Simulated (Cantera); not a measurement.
An isothermal, constant-pressure homogeneous reactor starts with C2H6 : N2 = 1 : 16 (molar parts), at 1975 K and 0.00128 atm.

Detailed kinetics in Cantera: GRI-Mech 3.0 (53 species, 325 reactions). GRI-Mech 3.0 stops at C3 and has no aromatics, soot or wall deposition, so with more carbon than oxygen in the feed, carbon stays in small species such as C2H2 where larger ones or solid carbon would form. Radical loss at walls, strong at low pressure, is not modelled.

Q: Predict: x(C2H2) at 200 s; x(H2) at 200 s; x(C2H4) at 200 s; x(C2H) at 200 s; x(CH2) at 200 s; x(CH4) at 200 s.

A: 
| Item | Value |
|---|---|
| x(C2H2) at 200 s | 0.0521 (gas-phase equilibrium 0.0150) |
| x(H2) at 200 s | 0.0987 (gas-phase equilibrium 0.0987) |
| x(C2H4) at 200 s | 5.15e-8 (gas-phase equilibrium 1.49e-8) |
| x(C2H) at 200 s | 0.000109 (gas-phase equilibrium 3.13e-5) |
| x(CH2) at 200 s | 1.31e-8 (gas-phase equilibrium 3.27e-8) |
| x(CH4) at 200 s | 3.50e-8 (gas-phase equilibrium 8.76e-8) |
